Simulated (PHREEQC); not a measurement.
Solution (20 °C): 0.14 mol/kgw H3PO4, 0.73 mol/kgw NH3 and 0.00077 mol/kgw NaCl. Closed to the air; pH follows from the charge balance.

The numbers come from PHREEQC with the ion-association model, wateq4f.dat.

```yaml
pH: 9.74
ionic_strength: 0.426 mol/kgw
activity_of_water: 0.985
total_alkalinity: 590 meq/kg
```

```json
[
 {"species": "NH3", "molality": "0.448", "activity": "0.448", "log γ": "0.000"},
 {"species": "NH4+", "molality": "0.282", "activity": "0.206", "log γ": "-0.135"},
 {"species": "HPO4-2", "molality": "0.138", "activity": "0.0317", "log γ": "-0.638"},
 {"species": "PO4-3", "molality": "0.00192", "activity": "7.05e-5", "log γ": "-1.436"},
 {"species": "Cl-", "molality": "0.000770", "activity": "0.000506", "log γ": "-0.182"},
 {"species": "Na+", "molality": "0.000724", "activity": "0.000518", "log γ": "-0.146"},
 {"species": "H2PO4-", "molality": "0.000137", "activity": "9.64e-5", "log γ": "-0.153"},
 {"species": "OH-", "molality": "5.64e-5", "activity": "3.65e-5", "log γ": "-0.189"},
 {"species": "NaHPO4-", "molality": "4.56e-5", "activity": "3.20e-5", "log γ": "-0.153"}
]
```

No solid was allowed to form. H3PO4, which wateq4f.dat lacks, is added to it with the constant of phreeqc.dat.
